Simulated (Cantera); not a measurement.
Input: 1 mol AlCl3, 56 mol N2, 3.4 mol H2, at 1873.15 K and 0.100 bar.

Cantera equilibrium calculation (NASA polynomials, part measured and part estimated; ideal gas, pure solids and liquids). Candidate condensed phases: Al, AlCl3, AlN, NH4Cl; 20 gas species. The tables' values for AlCl2 are old estimates; treat these amounts as uncertain. The numbers say what is thermodynamically allowed, not how fast it happens.

Base state: N2 0.915, H2 0.0428, HCl 0.0251, AlCl 0.0111, AlCl2 0.00307, AlCl3 0.00218, H 0.000423, Cl 0.000187 (mole fractions); condensed: gas only.

### Question
What changes in the equilibrium state with this change: temperature from 1873.15 K to 2123.15 K?

### Answer
| species | before | after |
|---|---|---|
| N2 | 0.915 | 0.912 |
| H2 | 0.0428 | 0.0397 |
| HCl | 0.0251 | 0.0290 |
| AlCl | 0.0111 | 0.0142 |
| Al | 2.70e-6 | 2.56e-5 |
| AlCl3 | 0.00218 | 0.000329 |
| Cl | 0.000187 | 0.00121 |
| H | 0.000423 | 0.00226 |
| AlCl2 | 0.00307 | 0.00174 |

### Question
What changes in the equilibrium state with this change: temperature from 1873.15 K to 1500 K?

### Answer
```json
[
 {"species": "N2", "before": "0.915", "after": "0.924"},
 {"species": "H2", "before": "0.0428", "after": "0.0475"},
 {"species": "HCl", "before": "0.0251", "after": "0.0175"},
 {"species": "AlCl", "before": "0.0111", "after": "0.000557"},
 {"species": "AlCl3", "before": "0.00218", "after": "0.00996"},
 {"species": "Cl", "before": "0.000187", "after": "3.60e-6"},
 {"species": "H", "before": "0.000423", "after": "1.21e-5"},
 {"species": "AlN(s), mol", "before": "0", "after": "0.313"}
]
```
